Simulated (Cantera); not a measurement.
**Stirred combustor or abatement burner**

A perfectly stirred reactor is fed with C3H8 : O2 : N2 = 1 : 7.04 : 26.5 (molar parts), at 3000 Torr; it is adiabatic with a 648 K inlet, and is followed from long to short residence time, starting on the burning branch (τ in s: 0.16, 0.064, 0.026, 0.011, 0.0043, 0.0017, 0.00071, 0.00029, 0.00012, 4.8e-05, 1.9e-05, 7.9e-06).

Cantera simulation using GRI-Mech 3.0 (53 species, 325 reactions); the numbers are that mechanism's predictions, not measurements. GRI-Mech 3.0 was tuned for natural gas; its chemistry of propane as a main component is partial and can be far from experiment.

| τ (s) | T (K) | x C3H8 | x O2 | x CH4 | x O | x CH2CO | x C2H6 | x HCO |
|---|---|---|---|---|---|---|---|---|
| 0.16 | 2157 | 5.13e-8 | 0.0561 | 4.44e-8 | 0.000254 | 7.46e-8 | 1.91e-10 | 2.24e-9 |
| 0.064 | 2158 | 1.25e-7 | 0.0566 | 1.03e-7 | 0.000273 | 1.83e-7 | 4.62e-10 | 5.61e-9 |
| 0.026 | 2157 | 2.95e-7 | 0.0569 | 2.20e-7 | 0.000310 | 4.39e-7 | 1.08e-9 | 1.40e-8 |
| 0.011 | 2152 | 6.51e-7 | 0.0572 | 4.10e-7 | 0.000385 | 9.88e-7 | 2.32e-9 | 3.37e-8 |
| 0.0043 | 2143 | 1.47e-6 | 0.0575 | 7.01e-7 | 0.000550 | 2.31e-6 | 5.05e-9 | 9.02e-8 |
| 0.0017 | 2125 | 3.10e-6 | 0.0581 | 1.09e-6 | 0.000856 | 5.08e-6 | 1.05e-8 | 2.43e-7 |
| 0.00071 | 2098 | 6.04e-6 | 0.0590 | 1.68e-6 | 0.00132 | 1.02e-5 | 2.13e-8 | 6.20e-7 |
| 0.00029 | 2057 | 1.19e-5 | 0.0605 | 2.96e-6 | 0.00200 | 1.99e-5 | 4.69e-8 | 1.62e-6 |
| 0.00012 | 2000 | 2.42e-5 | 0.0631 | 6.43e-6 | 0.00277 | 3.82e-5 | 1.16e-7 | 4.10e-6 |
| 4.8e-5 | 1914 | 5.84e-5 | 0.0683 | 2.02e-5 | 0.00331 | 8.13e-5 | 3.75e-7 | 1.07e-5 |
| 1.9e-5 | 648 | 0.0290 | 0.204 | <1e-12 | <1e-12 | <1e-12 | <1e-12 | <1e-12 |
| 7.9e-6 | 648 | 0.0290 | 0.204 | <1e-12 | <1e-12 | <1e-12 | <1e-12 | <1e-12 |
x: mole fraction; the columns are a selection and need not sum to one.
